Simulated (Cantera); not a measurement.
# Ignition delay

Mixture: CH₄ : O₂ : N₂ = 1 : 1.25 : 4.7 (molar parts), at 1300000 Pa, adiabatic and at constant pressure. Ignition delay is the time to a rise of 400 K.

Detailed kinetics in Cantera: GRI-Mech 3.0 (53 species, 325 reactions). The pressure lies above the range GRI-Mech 3.0 was tuned for (to about 10 atm).

```csv
T0 (K),delay (ms)
1200,4.49
1275,1.87
1350,0.824
1425,0.381
1500,0.183
1575,0.0912
1650,0.0472
```

```yaml
apparent activation energy between 1500 and 1650 K: 190 kJ/mol
```
